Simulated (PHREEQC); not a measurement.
## Alkaline etch or developer: speciation

Solution (50 °C): 0.0016 mol LiOH, 0.00078 mol K2CO3 and 0.00011 mol HF per kg of water. Closed to the air; pH follows from the charge balance.

Computed with PHREEQC (ion-association model, phreeqc.dat).

This is a speciation only: nothing precipitates in the calculation.

Task: Predict the pH, ionic strength.

Result: pH 10.47; ionic strength 0.00371 mol/kgw.

Task: In which forms is C present?

Result: CO3-2 71 %, HCO3- 29 % of the C.

At this temperature some constants are extrapolated from 25 °C, and those without enthalpy data are left unchanged.
